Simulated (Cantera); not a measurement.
Mixture: 8.95 % CH₄, 18.6 % O₂, 70.1 % N₂, 2.33 % H₂O, at 2630 Torr, adiabatic and at constant volume. Ignition delay is the time to a rise of 400 K.

Detailed kinetics in Cantera: GRI-Mech 3.0 (53 species, 325 reactions).

**Question.** Predict: delay at 1175 K; delay at 1250 K; delay at 1325 K; delay at 1400 K; delay at 1475 K; apparent activation energy between 1325 and 1475 K.

**Answer.** 
* **delay at 1175 K**: 19.4 ms
* **delay at 1250 K**: 7.31 ms
* **delay at 1325 K**: 2.94 ms
* **delay at 1400 K**: 1.25 ms
* **delay at 1475 K**: 0.564 ms
* **apparent activation energy between 1325 and 1475 K**: 180 kJ/mol
